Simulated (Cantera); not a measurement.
Feed: 1 mol CS₂, 9.1 mol H₂O, 0.2 mol N₂, equilibrated at 1.43 Torr.

These are equilibrium values from Cantera (NASA tables, ideal gas, pure condensed phases), not measurements of a reactor. Candidate condensed phases: C, C₆H₆, C₇H₈, C₈H₁₈, H₂O, H₂SO₄, S; 150 gas species. Kinetics and transport are ignored.

Question: At 1975 K, list the 6 most abundant gas species with their mole fractions, and the condensed phases.

Answer: H₂O 0.402, H₂ 0.325, SO₂ 0.0984, CO 0.0637, SO 0.0394, H 0.0179. Condensed: gas only.
